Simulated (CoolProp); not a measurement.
Vapour-liquid equilibrium of cyclopropane (1) + R134a (2) at 29.15 °C; x and y are mole fractions of (1).

Computed with CoolProp (multi-fluid Helmholtz-energy mixture model, Polt 1992 and Tillner-Roth 1994; pair parameters Bell 2016). This equation is an older, rougher fit; its heat capacities, sound speeds and derivatives of the liquid may be far off and weren't checked against measurements.

Give the bubble pressure and the first vapour's composition at x = 0.05, 0.65, 0.75. Is there an azeotrope?

x = 0.05: 0.8165 MPa, y = 0.110; x = 0.65: 1.046 MPa, y = 0.603; x = 0.75: 1.023 MPa, y = 0.663. y crosses x between x = 0.55 and 0.65: the model has an azeotrope there.

The pair parameters rest on a limited set of measurements; away from them the model extrapolates.
